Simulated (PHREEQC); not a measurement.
Solution (50 °C): 0.0057 mol Al2(SO4)3 per kg of water. Closed to the air; pH follows from the charge balance.

Equilibrium calculation in PHREEQC: ion-association model, phreeqc.dat.

No solid was allowed to form.

Order these Al species by the share of Al that they hold, largest first: Al(SO4)2-, AlSO4+, Al+3, AlOH+2, Al(OH)2+.

AlSO4+ (74 %), Al+3 (14 %), Al(SO4)2- (9.0 %), AlOH+2 (2.1 %), Al(OH)2+ (0.39 %)

Order these S species by the share of S that they hold, largest first: HSO4-, SO4-2, AlSO4+, Al(SO4)2-.

AlSO4+ (49 %), SO4-2 (38 %), Al(SO4)2- (12 %), HSO4- (0.74 %)

The pH is 3.75 and the ionic strength 0.0256 mol/kgw. Examples of supersaturated solids here: Gibbsite (slow to form). Others may be too. Constants without temperature data keep their 25 °C values here.
